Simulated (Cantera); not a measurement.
A closed system holds: 1 mol SiHCl₃, 26 mol NH₃, at 34.0 Pa.

Method: chemical equilibrium by Gibbs-energy minimisation in Cantera with the NASA 1993 tables (ideal gas, pure condensed phases). Candidate condensed phases: NH₄Cl, Si, Si₃N₄; 28 gas species. Equilibrium is a limit: real reactors are often held back by kinetics, nucleation or transport.

Question: At 923 K, list the 3 most abundant gas species with their mole fractions, and the condensed phases.

Answer: H₂ 0.713, N₂ 0.231, HCl 0.0562. Condensed: Si₃N₄(s).
